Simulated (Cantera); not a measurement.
An adiabatic, constant-pressure homogeneous reactor starts with C3H8 : O2 : N2 : H2O = 1 : 8.33 : 31.3 : 4 (molar parts), equivalence ratio 0.60, at 975 K and 0.987 atm. Integrator tolerance rtol = 1e-08.

Model: GRI-Mech 3.0 (53 species, 325 reactions), integrated in Cantera. GRI-Mech 3.0 was tuned for natural gas; its chemistry of propane as a main component is partial and can be far from experiment. Below about 1000 K GRI-Mech 3.0 lacks low-temperature oxidation paths.

Q: What does this change do: initial temperature 975 to 1723 K?

A: 
```
quantity                                                           before                                      after
---------------------------------  --------------------------------------  -----------------------------------------
temperature at 0.100 s                                              975 K                                     2569 K
equilibrium temperature                                            2098 K                                     2569 K
x(C3H8) at 0.100 s                  0.0223 (gas-phase equilibrium <1e-12)      <1e-12 (gas-phase equilibrium <1e-12)
x(O2) at 0.100 s                     0.187 (gas-phase equilibrium 0.0698)      0.0668 (gas-phase equilibrium 0.0668)
x(H2O) at 0.100 s                    0.0896 (gas-phase equilibrium 0.173)        0.158 (gas-phase equilibrium 0.158)
x(C2H2) at 0.100 s                 2.51e-9 (gas-phase equilibrium <1e-12)      <1e-12 (gas-phase equilibrium <1e-12)
x(CH3) at 0.100 s                  9.04e-7 (gas-phase equilibrium <1e-12)      <1e-12 (gas-phase equilibrium <1e-12)
x(CO2) at 0.100 s                  2.33e-9 (gas-phase equilibrium 0.0649)      0.0537 (gas-phase equilibrium 0.0537)
x(HCN) at 0.100 s                   <1e-12 (gas-phase equilibrium <1e-12)  4.27e-11 (gas-phase equilibrium 4.27e-11)
time of steepest temperature rise                             not reached                                    16.5 µs
```

Q: What does this change do: pressure from 0.987 atm to 9.87 atm?

A: 
| quantity | before | after |
|---|---|---|
| temperature at 0.100 s | 975 K | 989 K |
| equilibrium temperature | 2098 K | 2110 K |
| x(C3H8) at 0.100 s | 0.0223 (gas-phase equilibrium <1e-12) | 0.0185 (gas-phase equilibrium <1e-12) |
| x(O2) at 0.100 s | 0.187 (gas-phase equilibrium 0.0698) | 0.183 (gas-phase equilibrium 0.0698) |
| x(H2O) at 0.100 s | 0.0896 (gas-phase equilibrium 0.173) | 0.0922 (gas-phase equilibrium 0.174) |
| x(C2H2) at 0.100 s | 2.51e-9 (gas-phase equilibrium <1e-12) | 2.23e-6 (gas-phase equilibrium <1e-12) |
| x(CH3) at 0.100 s | 9.04e-7 (gas-phase equilibrium <1e-12) | 4.88e-6 (gas-phase equilibrium <1e-12) |
| x(CO2) at 0.100 s | 2.33e-9 (gas-phase equilibrium 0.0649) | 6.69e-6 (gas-phase equilibrium 0.0654) |
| x(HCN) at 0.100 s | <1e-12 (gas-phase equilibrium <1e-12) | <1e-12 (gas-phase equilibrium <1e-12) |
